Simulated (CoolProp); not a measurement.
The fluid at 298.15 K and 7.55 MPa (stagnation) flows isentropically through a choked orifice. The same conditions are run with several fluids, on thermodynamics alone (safety and materials aside).

Computed with CoolProp (reference Helmholtz-energy equation of state of each fluid (dry air: Lemmon 2000; methane: Setzmann 1991; C2F6 (R116): Lemmon 2006; oxygen: Schmidt 1985; ethylene: Smukala 2000)). Blends and air are pseudo-pure fits.

| fluid | throat to inlet pressure ratio | mass flux (kg/(m² s)) | throat temperature (K) |
|---|---|---|---|
| dry air | 0.517 | 18200 | … |
| methane | 0.537 | 13900 | 253.5 |
| C2F6 (R116) | 0.348 | … | 287.0 |
| oxygen | … | … | … |
| ethylene | … | 31800 | … |

### Question
Complete the blanks.

### Answer

- dry air, throat temperature (K): 245.3
- C2F6 (R116), mass flux (kg/(m² s)): 92600
- oxygen, throat to inlet pressure ratio: 0.521
- oxygen, mass flux (kg/(m² s)): 19300
- oxygen, throat temperature (K): 245.8
- ethylene, throat to inlet pressure ratio: 0.668
- ethylene, throat temperature (K): 282.3
